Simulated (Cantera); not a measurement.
Input (Python, Cantera):

```python
import numpy as np
import cantera as ct

gas = ct.Solution("h2o2.yaml")
gas.TPX = 550, 1000000, {'H2': 1, 'O2': 0.278, 'N2': 1.04, 'H2O': 0.079}
flame = ct.FreeFlame(gas, width=0.008)
flame.set_refine_criteria(ratio=3, slope=0.08, curve=0.16)
flame.transport_model = "unity-Lewis-number"
flame.solve(loglevel=0, auto=True)
z, T = flame.grid, flame.T
thick = (T[-1] - T[0]) / np.gradient(T, z).max()
show = ['H2', 'O2', 'H2O', 'O', 'H', 'OH']
print(f"laminar burning velocity  {flame.velocity[0] * 100:.3f} cm/s")
print(f"burnt temperature         {T[-1]:.1f} K")
print(f"thermal thickness         {thick * 1e3:.4f} mm")
print(f"grid points               {len(z)}")
z0 = z[flame.heat_release_rate.argmax()]
print(f"{'z/mm':>9s}{'T/K':>9s}{'u/(m/s)':>9s}" + "".join(f"{s:>11s}" for s in show))
rows = []
for k in (-3, -2, -1.5, -1, -0.5, -0.25, 0, 0.25, 0.5, 1, 2, 4, 8):
    zz = z0 + k * thick
    rows.append([k * thick, np.interp(zz, z, T), np.interp(zz, z, flame.velocity),
                 *(np.interp(zz, z, flame.X[gas.species_index(s)]) for s in show)])
    print(f"{rows[-1][0] * 1e3:9.3f}{rows[-1][1]:9.1f}{rows[-1][2]:9.3f}" + "".join(f"{x:11.3e}" for x in rows[-1][3:]))
```

It prints:

```
laminar burning velocity  412.172 cm/s
burnt temperature         2267.4 K
thermal thickness         0.0238 mm
grid points               108
     z/mm      T/K  u/(m/s)         H2         O2        H2O          O          H         OH
   -0.071    550.2    4.123  4.172e-01  1.160e-01  3.298e-02  1.081e-10  8.471e-13  2.770e-12
   -0.048    550.9    4.129  4.171e-01  1.159e-01  3.308e-02  1.514e-09  1.228e-11  4.064e-11
   -0.036    554.2    4.152  4.168e-01  1.157e-01  3.349e-02  1.591e-08  1.560e-10  5.364e-10
   -0.024    573.3    4.290  4.149e-01  1.146e-01  3.588e-02  1.960e-07  3.669e-09  1.212e-08
   -0.012    762.9    5.639  3.957e-01  1.034e-01  6.027e-02  1.460e-05  3.310e-05  2.031e-05
   -0.006   1107.7    8.004  3.551e-01  8.117e-02  1.097e-01  2.055e-04  2.342e-03  4.770e-04
    0.000   1511.8   10.630  2.868e-01  4.755e-02  1.837e-01  9.794e-04  1.638e-02  1.767e-03
    0.006   1775.3   12.251  2.294e-01  2.055e-02  2.414e-01  1.320e-03  3.240e-02  3.626e-03
    0.012   1914.3   13.072  2.047e-01  8.074e-03  2.687e-01  1.065e-03  3.652e-02  4.760e-03
    0.024   2042.6   13.804  1.964e-01  1.548e-03  2.852e-01  5.973e-04  3.030e-02  4.821e-03
    0.048   2136.9   14.327  1.999e-01  2.461e-04  2.918e-01  2.446e-04  1.922e-02  3.540e-03
    0.095   2198.2   14.661  2.040e-01  6.320e-05  2.953e-01  8.158e-05  1.086e-02  2.183e-03
    0.191   2234.4   14.856  2.065e-01  1.818e-05  2.973e-01  2.410e-05  5.832e-03  1.230e-03
```

Computed with Cantera and the H2/O2 subset of GRI-Mech 3.0, which has no nitrogen chemistry. The hydrogen kinetics of GRI-Mech 3.0 are dated; newer H2 mechanisms differ, most at raised pressure. Unity Lewis numbers drop preferential diffusion, which matters most where H2 and H carry the flame. Burning velocities carry a grid error of a few per cent, more on coarse grids.
